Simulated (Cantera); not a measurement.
# Si + HCl + H2 (chlorosilane synthesis and conversion)

Input: 1 mol Si, 1.2 mol HCl, 1.5 mol H2, held at 775 °C and 0.100 bar.

Equilibrium computed with Cantera from the NASA thermochemical tables; the gas is ideal and each condensed phase is pure. Candidate condensed phases: Si; 19 gas species. The tables' values for SiCl3 are old estimates; treat these amounts as uncertain. Kinetics and transport are ignored.

```json
{
 "x(H2)": "0.845",
 "x(SiCl4)": "0.0930",
 "x(HCl)": "0.0286",
 "x(SiHCl3)": "0.0281",
 "x(SiCl3)": "0.00303",
 "x(SiCl2)": "0.00181",
 "x(SiH2Cl2)": "0.000964",
 "x(SiH3Cl)": "8.61e-6",
 "n(Si(s))": "0.695 mol",
 "gas_amount": "2.403 mol"
}
```
